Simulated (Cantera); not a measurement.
# Premixed flame

A freely propagating, adiabatic, planar premixed flame of 29.6 % H2, 14.8 % O2, 55.6 % N2, unburnt at 650 K and 0.650 bar; mixture-averaged transport, grid criteria slope 0.08 and curve 0.16, no radiation.

Computed with Cantera and the H2/O2 subset of GRI-Mech 3.0, which has no nitrogen chemistry. Burning velocities carry a grid error of a few per cent, more on coarse grids.

| z (mm) | T (K) | u (m/s) | x H2 | x O2 | x H2O | x O | x H | x OH |
|---|---|---|---|---|---|---|---|---|
| -2.56 | 650 | 8.37 | 0.296 | 0.148 | <1e-8 | <1e-8 | <1e-8 | <1e-8 |
| -1.71 | 650 | 8.37 | 0.296 | 0.148 | <1e-8 | <1e-8 | <1e-8 | <1e-8 |
| -1.28 | 650 | 8.37 | 0.296 | 0.148 | <1e-8 | <1e-8 | <1e-8 | <1e-8 |
| -0.854 | 650 | 8.37 | 0.296 | 0.148 | 3.18e-8 | <1e-8 | 8.42e-8 | <1e-8 |
| -0.427 | 658 | 8.46 | 0.294 | 0.148 | 0.000391 | 6.84e-6 | 0.000188 | 3.08e-5 |
| -0.213 | 802 | 10.2 | 0.269 | 0.144 | 0.0132 | 0.000321 | 0.00650 | 0.000594 |
| 0 | 1228 | 15.0 | 0.151 | 0.101 | 0.106 | 0.00703 | 0.0475 | 0.00422 |
| 0.213 | 1538 | 18.5 | 0.0615 | 0.0435 | 0.205 | 0.0146 | 0.0703 | 0.0111 |
| 0.427 | 1680 | 20.1 | 0.0505 | 0.0325 | 0.225 | 0.0151 | 0.0637 | 0.0144 |
| 0.854 | 1835 | 21.7 | 0.0498 | 0.0283 | 0.235 | 0.0135 | 0.0507 | 0.0172 |
| 1.71 | 2001 | 23.4 | 0.0481 | 0.0245 | 0.247 | 0.0110 | 0.0374 | 0.0192 |
| 3.42 | 2164 | 25.0 | 0.0441 | 0.0206 | 0.261 | 0.00813 | 0.0255 | 0.0199 |
| 6.83 | 2312 | 26.4 | 0.0383 | 0.0167 | 0.276 | 0.00550 | 0.0162 | 0.0191 |
x: mole fraction of selected species; z is measured from the peak of heat release.

```
Item                         Value
------------------------  --------
laminar burning velocity  837 cm/s
thermal thickness         0.854 mm
peak x(O)                   0.0153
peak x(H)                   0.0703
peak x(OH)                  0.0199
grid points                    133
```
